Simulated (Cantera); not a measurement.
A closed system holds: 1 mol CuO, 4.5 mol HF, a varied amount of H2, at 1900 K and 735 Torr.

Cantera equilibrium calculation (NASA polynomials, part measured and part estimated; ideal gas, pure solids and liquids). Candidate condensed phases: Cu, CuF2, CuO, Cu(OH)2, Cu2O, H2O; 27 gas species. Each liquid is taken as pure. Mutual solubility and eutectic melting of coexisting phases are not modelled. Equilibrium is a limit: real reactors are often held back by kinetics, nucleation or transport.

Which condensed phases are stable at each of these points (n(H2) (mol)): 0.27, 0.41, 0.63, 0.97, 1.5, 2.3, 3.5, 5.3, 8.2, 13, 19?


| n(H2) (mol) | condensed phases | Cu condensed (%) |
|---|---|---|
| 0.27 | Cu2O(l) | 72.6 |
| 0.41 | Cu2O(l) | 75.6 |
| 0.63 | Cu(l) + Cu2O(l) | 78.6 |
| 0.97 | Cu(l) | 91.7 |
| 1.5 | Cu(l) | 97.9 |
| 2.3 | Cu(l) | 98.2 |
| 3.5 | Cu(l) | 98.1 |
| 5.3 | Cu(l) | 97.9 |
| 8.2 | Cu(l) | 97.5 |
| 13 | Cu(l) | 96.7 |
| 19 | Cu(l) | 95.7 |

From 0.27 mol H2 to 0.41 mol H2 the condensed part is Cu2O(l). At 0.63 mol H2 the condensed part is Cu(l) + Cu2O(l). From 0.97 mol H2 to 19 mol H2 the condensed part is Cu(l).
